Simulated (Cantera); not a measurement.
A Cantera script and its output.

```python
import numpy as np
import cantera as ct

gas = ct.Solution("gri30.yaml")


def delay(T, t_max=10):
    gas.TPX = T, 37000, {'CH4': 1, 'O2': 1.33, 'N2': 5.01}
    reactor = ct.IdealGasReactor(gas, clone=False)
    net = ct.ReactorNet([reactor])
    net.rtol, net.atol = 1e-8, 1e-16
    while net.time < t_max:
        t_old, T_old = net.time, reactor.T
        net.step()
        if reactor.T > T + 400:  # ignition: a rise of 400 K
            return t_old + (T + 400 - T_old) / (reactor.T - T_old) * (net.time - t_old)
    return np.nan


taus = []
for T in [1100, 1150, 1200, 1250, 1300, 1350, 1400]:
    taus.append(delay(T))
    print(f"T0 = {T:6g} K   tau = {taus[-1]:.4e} s")
```

Result:

```
T0 =   1100 K   tau = 5.9721e-01 s
T0 =   1150 K   tau = 2.6356e-01 s
T0 =   1200 K   tau = 1.2164e-01 s
T0 =   1250 K   tau = 5.8495e-02 s
T0 =   1300 K   tau = 2.9246e-02 s
T0 =   1350 K   tau = 1.5204e-02 s
T0 =   1400 K   tau = 8.2355e-03 s
```

Detailed kinetics in Cantera: GRI-Mech 3.0 (53 species, 325 reactions).
